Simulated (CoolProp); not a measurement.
CHF3 (R23) along the isobar 22000 kPa: fugacity coefficient from the reference equation and from simpler models built on Tc = 26.1 °C, pc = 4832 kPa, ω = 0.263; each cubic takes its own stable root.

The numbers come from the reference Helmholtz-energy equation of state, Penoncello 2003 in CoolProp.

```json
[
 {"T (°C)": "-113.15", "phase": "liquid", "reference": "0.001036", "Redlich-Kwong": "0.002855", "Peng-Robinson": "(withheld)"},
 {"T (°C)": "-79.15", "phase": "liquid", "reference": "0.009925", "Redlich-Kwong": "(withheld)", "Peng-Robinson": "0.01022"},
 {"T (°C)": "-45.25", "phase": "liquid", "reference": "(withheld)", "Redlich-Kwong": "0.06659", "Peng-Robinson": "0.04357"},
 {"T (°C)": "-11.25", "phase": "liquid", "reference": "(withheld)", "Redlich-Kwong": "0.1475", "Peng-Robinson": "0.1163"},
 {"T (°C)": "22.65", "phase": "liquid", "reference": "0.2191", "Redlich-Kwong": "0.2537", "Peng-Robinson": "(withheld)"},
 {"T (°C)": "56.65", "phase": "supercritical", "reference": "0.3505", "Redlich-Kwong": "0.3711", "Peng-Robinson": "0.3642"},
 {"T (°C)": "90.55", "phase": "supercritical", "reference": "0.4851", "Redlich-Kwong": "0.4851", "Peng-Robinson": "0.5007"},
 {"T (°C)": "124.55", "phase": "supercritical", "reference": "0.6063", "Redlich-Kwong": "0.5870", "Peng-Robinson": "(withheld)"},
 {"T (°C)": "158.45", "phase": "supercritical", "reference": "0.7061", "Redlich-Kwong": "0.6727", "Peng-Robinson": "0.7222"},
 {"T (°C)": "192.45", "phase": "supercritical", "reference": "0.7858", "Redlich-Kwong": "(withheld)", "Peng-Robinson": "(withheld)"}
]
```

Complete the blanks.


- -113.15, Peng-Robinson: 0.001081
- -79.15, Redlich-Kwong: 0.01997
- -45.25, reference: 0.04217
- -11.25, reference: 0.1119
- 22.65, Peng-Robinson: 0.2283
- 124.55, Peng-Robinson: 0.6222
- 192.45, Redlich-Kwong: 0.7430
- 192.45, Peng-Robinson: 0.8026
